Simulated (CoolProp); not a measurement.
Computed with CoolProp (reference Helmholtz-energy equation of state, Akasaka 2019).

Problem. Give the vapour pressure (bar), liquid density (kg/m³), liquid cp (kJ/(kg K)), vapour Z of saturated R1234ze(Z) at 5.55, 65.55, 101.55 °C.

Solution. 
```json
[
 {"T (°C)": "5.55", "p (bar)": "0.859", "liquid density (kg/m³)": "1270", "liquid cp (kJ/(kg K))": "1.22", "vapour Z": "0.955"},
 {"T (°C)": "65.55", "p (bar)": "5.99", "liquid density (kg/m³)": "1110", "liquid cp (kJ/(kg K))": "1.41", "vapour Z": "0.836"},
 {"T (°C)": "101.55", "p (bar)": "14.0", "liquid density (kg/m³)": "974", "liquid cp (kJ/(kg K))": "1.62", "vapour Z": "0.709"}
]
```
